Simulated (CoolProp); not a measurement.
Vapour-liquid equilibrium of R143a (1) + R134a (2) at 216.2 K; x and y are mole fractions of (1).

Model: multi-fluid Helmholtz-energy mixture model, Lemmon and Jacobsen 2000 and Tillner-Roth 1994; pair parameters Lemmon 2004, in CoolProp.

```json
[
 {"x": "0.05", "bubble pressure, mixture model (MPa)": "0.02144", "bubble pressure, Raoult's law (MPa)": "0.02149", "y, mixture model": "0.142", "y, Raoult's law": "0.145"},
 {"x": "0.125", "bubble pressure, mixture model (MPa)": "0.02463", "bubble pressure, Raoult's law (MPa)": "0.02472", "y, mixture model": "0.310", "y, Raoult's law": "0.316"},
 {"x": "0.2", "bubble pressure, mixture model (MPa)": "0.02784", "bubble pressure, Raoult's law (MPa)": "0.02795", "y, mixture model": "0.441", "y, Raoult's law": "0.447"},
 {"x": "0.275", "bubble pressure, mixture model (MPa)": "0.03106", "bubble pressure, Raoult's law (MPa)": "0.03119", "y, mixture model": "0.545", "y, Raoult's law": "0.551"},
 {"x": "0.35", "bubble pressure, mixture model (MPa)": "0.03430", "bubble pressure, Raoult's law (MPa)": "0.03442", "y, mixture model": "0.630", "y, Raoult's law": "0.635"},
 {"x": "0.425", "bubble pressure, mixture model (MPa)": "0.03754", "bubble pressure, Raoult's law (MPa)": "0.03765", "y, mixture model": "0.700", "y, Raoult's law": "0.705"},
 {"x": "0.5", "bubble pressure, mixture model (MPa)": "0.04078", "bubble pressure, Raoult's law (MPa)": "0.04089", "y, mixture model": "0.759", "y, Raoult's law": "0.764"},
 {"x": "0.575", "bubble pressure, mixture model (MPa)": "0.04402", "bubble pressure, Raoult's law (MPa)": "0.04412", "y, mixture model": "0.809", "y, Raoult's law": "0.814"},
 {"x": "0.65", "bubble pressure, mixture model (MPa)": "0.04726", "bubble pressure, Raoult's law (MPa)": "0.04735", "y, mixture model": "0.853", "y, Raoult's law": "0.857"},
 {"x": "0.725", "bubble pressure, mixture model (MPa)": "0.05050", "bubble pressure, Raoult's law (MPa)": "0.05058", "y, mixture model": "0.892", "y, Raoult's law": "0.895"},
 {"x": "0.8", "bubble pressure, mixture model (MPa)": "0.05374", "bubble pressure, Raoult's law (MPa)": "0.05382", "y, mixture model": "0.926", "y, Raoult's law": "0.928"},
 {"x": "0.875", "bubble pressure, mixture model (MPa)": "0.05699", "bubble pressure, Raoult's law (MPa)": "0.05705", "y, mixture model": "0.956", "y, Raoult's law": "0.958"},
 {"x": "0.95", "bubble pressure, mixture model (MPa)": "0.06025", "bubble pressure, Raoult's law (MPa)": "0.06028", "y, mixture model": "0.983", "y, Raoult's law": "0.984"}
]
```

The largest gap from Raoult's law is -0.4 % in bubble pressure, at x = 0.2. No azeotrope shows between x = 0.05 and 0.95.

Pair parameters are fitted to limited data, so mixtures are less certain than the pure fluids.
